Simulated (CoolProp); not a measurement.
A single-stage vapour-compression cycle with ethane: evaporating at 200.15 K (dew point), condensing at 253.15 K (bubble point), superheat 10 K, subcooling 8 K, compressor efficiency 0.6, no pressure losses. Each further row changes one setting.

Computed with CoolProp (reference Helmholtz-energy equation of state, Bücker 2006).

```
case                              cooling COP  pressure ratio  discharge temperature (K)  refrigerating effect (kJ/kg)  volumetric capacity (kJ/m³)
--------------------------------  -----------  --------------  -------------------------  ----------------------------  ---------------------------
as stated                                1.80            6.50                      339.4                           362                         1430
evaporating temperature 205.15 K         2.08             ___                      329.9                           367                          ___
condensing temperature 248.15 K           ___             ___                      329.4                           376                         1490
subcooling 13 K                          1.87            6.50                      339.4                           376                         1490
superheat 20 K                           1.78            6.50                      352.1                           ___                         1420
compressor efficiency 0.5                 ___            6.50                        ___                           362                         1430
```

Q: Complete the blanks.

A: 
- evaporating temperature 205.15 K, pressure ratio: 5.22
- evaporating temperature 205.15 K, volumetric capacity (kJ/m³): 1790
- condensing temperature 248.15 K, cooling COP: 2.05
- condensing temperature 248.15 K, pressure ratio: 5.64
- superheat 20 K, refrigerating effect (kJ/kg): 377
- compressor efficiency 0.5, cooling COP: 1.50
- compressor efficiency 0.5, discharge temperature (K): 358.8
